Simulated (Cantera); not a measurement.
A closed system holds: 1 mol PbO, 0.54 mol CO, 16 mol N2, equilibrated at 1225 °C and 10.5 Torr.

Equilibrium computed with Cantera from the NASA thermochemical tables; the gas is ideal and each condensed phase is pure. Gases not in the tables: (PbO)n polymers. Kinetics and transport are ignored.

| species | before | after |
|---|---|---|
| N2 | 0.911 | 0.804 |
| CO | 4.02e-5 | 0.0955 |
| CO2 | 0.0307 | 0.0502 |
| PbO | 0.0243 | 2.57e-5 |
| Pb | 0.0327 | 0.0502 |
| O2 | 0.000939 | <1e-9 |
| NO | 8.71e-5 | 5.64e-8 |
Gas species are given as mole fractions.

Task: Which change was made?
(A) CO from 0.54 to 2.9 mol
(B) temperature from 1225 °C to 2127 °C
(C) temperature from 1225 °C to 527 °C
(D) temperature from 1225 °C to 1827 °C

Result: A, CO from 0.54 to 2.9 mol
